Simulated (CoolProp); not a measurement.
Model: reference Helmholtz-energy equation of state, Tillner-Roth 1997, in CoolProp.

For CH2F2 (R32), give the phase and the Z, cv (kJ/(kg K)), expansivity (1/kK), Prandtl number at -59.25 °C and 79.1 bar; 136.05 °C and 79.1 bar.


- -59.25 °C and 79.1 bar: liquid; Z 0.186, cv 0.948, expansivity 2.06, Prandtl number 2.76
- 136.05 °C and 79.1 bar: supercritical; Z 0.662, cv 1.02, expansivity 8.72, Prandtl number 1.04

Viscosity comes from a separate model (Bell 2016), an estimate that may be off by 10 % or more. Thermal conductivity comes from a separate model (Huber 2003), an estimate that may be off by 10 % or more.
